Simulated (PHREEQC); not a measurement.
**Buffer: an equilibrium model**

Dissolve 0.29 mol NaHSO4, 0.0021 mol Na2SO4 and 0.0001 mol KCl per kg of water at 6.9 °C. Closed to the air; pH follows from the charge balance.

Equilibrium calculation in PHREEQC: ion-association model, phreeqc.dat.

Each row changes one thing in this solution. No solid was allowed to form.

```
case                                          pH  ionic strength (mol/kgw)  Na+ (mol/kgw)  HSO4- (mol/kgw)  SO4-2 (mol/kgw)  NaSO4- (mol/kgw)  SI of Halite (NaCl)
------------------------------------------  ----  ------------------------  -------------  ---------------  ---------------  ----------------  -------------------
as made                                     1.04                     0.482          0.269            0.172           0.0951            0.0254                -6.45
NaHSO4 from 0.29 to 0.145 mol/kgw           1.27                     0.266          0.139           0.0778                …            0.0100                -6.69
Na2SO4 from 0.0021 to 0.00315 mol/kgw       1.04                     0.485          0.271            0.172           0.0957            0.0257                -6.44
diluted 2-fold with water                   1.27                     0.263              …           0.0776           0.0587           0.00982                -7.00
KCl replaced by MgCl2 at the same molality  1.04                     0.482          0.269            0.172           0.0951            0.0254                -6.14
diluted 10-fold with water                  1.80                    0.0650         0.0284           0.0103           0.0179          0.000983                -8.29
diluted 100-fold with water                 2.62                   0.00808        0.00292         0.000318          0.00258           2.33e-5               -10.17
KCl from 0.0001 to 0.00011 mol/kgw          1.04                     0.482          0.269            0.172           0.0951            0.0254                -6.40
```

Question: What belongs in the gaps?

Answer: 
- NaHSO4 from 0.29 to 0.145 mol/kgw, SO4-2 (mol/kgw): 0.0592
- diluted 2-fold with water, Na+ (mol/kgw): 0.137

At this temperature some constants are extrapolated from 25 °C, and those without enthalpy data are left unchanged.
